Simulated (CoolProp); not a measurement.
R1336mzz(Z) along the isotherm 424.6 K: density (kg/m³) from the reference equation and from simpler models built on Tc = 444.5 K, pc = 2.904 MPa, ω = 0.386; each cubic takes its own stable root.

Computed with CoolProp (reference Helmholtz-energy equation of state, McLinden 2020).

```tsv
p (MPa)	phase	reference
0.272	gas	13.17
0.544	gas	27.59
0.817	gas	43.66
1.09	gas	61.87
1.36	gas	82.87
1.63	gas	108.6
1.91	gas	144.7
2.18	liquid	896.5
2.45	liquid	910.1
2.72	liquid	921.7
2.99	liquid	931.9
3.27	liquid	941.4
3.54	liquid	949.6
3.81	liquid	957.2
4.08	liquid	964.3
4.36	liquid	971.1
```

Problem. How far does each simpler model (Redlich-Kwong, Peng-Robinson) lie from the reference over these 16 states: mean and median of the absolute difference, and the worst?

Solution. 
- Redlich-Kwong: mean 18.1 %, median 21.4 %, worst -80.3 % at 424.6 K and 2.18 MPa
- Peng-Robinson: mean 6.2 %, median 8.8 %, worst -13.6 % at 424.6 K and 2.18 MPa

At some of these states Redlich-Kwong gives the other phase, because its saturation line lies elsewhere.
